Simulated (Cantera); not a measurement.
A closed system holds: 1 mol Si, 0.98 mol Cl2, 0.79 mol H2, 2.7 mol HCl, held at 1073 K and 0.320 bar.

Equilibrium computed with Cantera from the NASA thermochemical tables; the gas is ideal and each condensed phase is pure. Candidate condensed phases: Si; 19 gas species. The tables' values for SiCl3 are old estimates; treat these amounts as uncertain. Equilibrium is a limit: real reactors are often held back by kinetics, nucleation or transport.

Base state: H2 0.512, SiCl4 0.278, HCl 0.200, SiHCl3 0.00874, SiCl3 0.000900, SiCl2 4.65e-5, SiH2Cl2 3.20e-5 (mole fractions); condensed: gas only.

Problem. What changes in the equilibrium state with this change: Cl2 from 0.98 to 2.8 mol?

Solution. 
```json
[
 {"species": "HCl", "before": "0.200", "after": "0.809"},
 {"species": "SiCl4", "before": "0.278", "after": "0.189"},
 {"species": "Cl2", "before": "<1e-9", "after": "0.00185"},
 {"species": "H2", "before": "0.512", "after": "4.91e-8"},
 {"species": "SiHCl3", "before": "0.00874", "after": "<1e-9"},
 {"species": "SiCl2", "before": "4.65e-5", "after": "<1e-9"}
]
```

Problem. What changes in the equilibrium state with this change: HCl from 2.7 to 0.52 mol?

Solution. 
```
species      before    after
----------  -------  -------
H2            0.512    0.581
SiCl4         0.278    0.303
SiHCl3      0.00874   0.0750
HCl           0.200   0.0288
SiH3Cl      3.08e-8  1.64e-5
SiH2Cl2     3.20e-5  0.00216
SiCl2       4.65e-5  0.00278
Si(s), mol        0    0.354
```
